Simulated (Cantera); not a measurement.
Charge: 1 mol CH4, 1.2 mol H2O, 22 mol N2, at 7.50 Torr.

These are equilibrium values from Cantera (NASA tables, ideal gas, pure condensed phases), not measurements of a reactor. Candidate condensed phases: C, C6H6, C7H8, C8H18, H2O; 136 gas species. Equilibrium is a limit: real reactors are often held back by kinetics, nucleation or transport.

x: gas mole fraction; nothing condenses.

```csv
T (°C),x N2,x H,x H2,x CO,x H2O,x O,x OH
1877,0.834,0.0138,0.107,0.0374,0.00696,1.05e-5,(withheld)
1927,0.832,0.0182,0.105,0.0374,0.00689,2.03e-5,(withheld)
1977,0.830,0.0237,0.102,0.0373,0.00678,3.80e-5,(withheld)
2027,0.827,0.0303,0.0983,0.0371,0.00662,6.94e-5,(withheld)
2077,0.823,0.0382,0.0940,0.0370,0.00640,0.000123,(withheld)
2127,0.819,0.0475,0.0890,0.0368,0.00609,0.000213,(withheld)
2177,0.815,0.0580,0.0834,0.0366,0.00569,0.000357,(withheld)
2227,0.809,0.0698,0.0771,0.0364,0.00518,0.000579,(withheld)
2277,0.803,0.0827,0.0704,0.0362,0.00455,0.000899,(withheld)
2327,0.797,0.0965,0.0632,0.0359,0.00382,0.00133,(withheld)
2377,0.791,0.111,0.0559,0.0356,0.00305,0.00188,0.00147
2427,0.784,0.125,0.0485,0.0354,0.00229,0.00249,0.00152
```

Some entries are withheld; supply them.


- 1877, x OH: 0.000116
- 1927, x OH: 0.000167
- 1977, x OH: 0.000237
- 2027, x OH: 0.000329
- 2077, x OH: 0.000448
- 2127, x OH: 0.000597
- 2177, x OH: 0.000774
- 2227, x OH: 0.000972
- 2277, x OH: 0.00117
- 2327, x OH: 0.00135
